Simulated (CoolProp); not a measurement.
Vapour-liquid equilibrium of R22 (1) + C3F8 (R218) (2) at 0.2 MPa; x and y are mole fractions of (1).

Values from CoolProp's multi-fluid Helmholtz-energy mixture model, Kamei 1995 and Lemmon 2006; pair parameters Bell 2016.

```
x     bubble temperature, mixture model (K)  bubble temperature, Raoult's law (K)  y, mixture model  y, Raoult's law
----  -------------------------------------  ------------------------------------  ----------------  ---------------
0.05                                  249.8                                 252.3             0.139            0.059
0.15                                  245.9                                 251.8             0.325            0.175
0.25                                  243.6                                 251.3             0.435            0.286
0.35                                  242.3                                 250.9             0.504            0.393
0.45                                  241.7                                 250.4             0.550            0.496
0.55                                  241.4                                 249.9             0.584            0.595
0.65                                  241.4                                 249.5             0.616            0.690
0.75                                  241.7                                 249.0             0.654            0.783
0.85                                  242.6                                 248.6             0.719            0.872
0.95                                  245.3                                 248.2             0.860            0.958
```

The largest gap from Raoult's law is -8.7 K in bubble temperature, at x = 0.45. y crosses x between x = 0.55 and 0.65: the model has an azeotrope there.

The pair parameters rest on a limited set of measurements; away from them the model extrapolates.
